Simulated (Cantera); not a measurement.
Cantera run:

```python
import numpy as np
import cantera as ct

gas_names = """
    CL CLO CL2 H HCL HOCL HO2 H2 H2O H2O2 O OH O2 O3 Si SiCL SiCL2 SiCL3 SiCL4 SiH SiHCL3 SiH2 SiH2CL2
    SiH3 SiH3CL SiH4 SiO SiO2 Si2 Si3
""".split()
cond_names = """
    H2O(s) H2O(L) Si(cr) Si(L) SiO2(Lqz) SiO2(hqz) SiO2(L)
""".split()


# ... load() reads the species with a 1 bar reference pressure and builds the phases ...
atoms = {
    'SiH2Cl2': {'Si': 1, 'H': 2, 'CL': 2},
    'H2O': {'H': 2, 'O': 1},
}
top_T = {}  # K; cautious upper limits of use, not melting points


# ... equilibrate(T, P, feed) seeds the gas with the atoms and calls Mixture.equilibrate('TP', solver="vcs", rtol=1e-11, max_steps=5000) ...
results = []
feed = {'SiH2Cl2': 1, 'H2O': 3.2}  # mol
P = 13332.2  # Pa
for T in [750, 900, 1050, 1200, 1350, 1500, 1650, 1800, 1950, 2100]:
    mix = equilibrate(T, P, feed)
    results.append((T, P, feed, dict(zip(mix.species_names, mix.species_moles))))

top = {s: max(r[3][s] / sum(r[3][g] for g in gas_names) for r in results) for s in gas_names}
cols = sorted((s for s in top if top[s] > 0.0001), key=lambda s: -top[s])[:7]
seen = [c for c in cond_names if any(r[3].get(c, 0) > 1e-12 for r in results)]
print("log10 of partial pressures in bar; condensed amounts in mol")
print(f"{'T/K':>10s}" + "".join(f"{s[:9]:>10s}" for s in cols + seen))
for T, P, feed, n in results:
    ng = sum(n[g] for g in gas_names)
    print(f"{T:10.4g}" + "".join(f"{np.log10(max(n[s] / ng * P / 1e5, 1e-99)):10.3f}" for s in cols)
          + "".join(f"{n.get(c, 0):10.4g}" for c in seen))
```

Output:

```
log10 of partial pressures in bar; condensed amounts in mol
       T/K       HCL        H2       H2O         H       SiO        CL        OH SiO2(Lqz) SiO2(hqz)   SiO2(L)
       750    -1.290    -1.290    -1.512   -13.145   -27.747   -13.114   -17.141         1         0         0
       900    -1.290    -1.290    -1.512   -10.577   -21.284   -10.588   -13.827         0         1         0
      1050    -1.290    -1.290    -1.512    -8.736   -16.701    -8.776   -11.453         0         1         0
      1200    -1.290    -1.290    -1.512    -7.350   -13.285    -7.412    -9.669         0         1         0
      1350    -1.290    -1.290    -1.512    -6.268   -10.644    -6.347    -8.279         0         1         0
      1500    -1.290    -1.290    -1.512    -5.399    -8.544    -5.493    -7.166         0         1         0
      1650    -1.290    -1.290    -1.512    -4.687    -6.836    -4.793    -6.254         0         1         0
      1800    -1.291    -1.290    -1.512    -4.091    -5.437    -4.208    -5.493         0         0    0.9999
      1950    -1.293    -1.292    -1.512    -3.587    -4.270    -3.713    -4.849         0         0    0.9979
      2100    -1.298    -1.299    -1.509    -3.156    -3.288    -3.289    -4.290         0         0    0.9797
```

These are equilibrium values from Cantera (NASA tables, ideal gas, pure condensed phases), not measurements of a reactor. The tables hold silica as quartz up to 1696 K and as liquid above; real silica turns to tridymite and cristobalite and melts near 1996 K. Gases not in the tables: Si(OH)4.
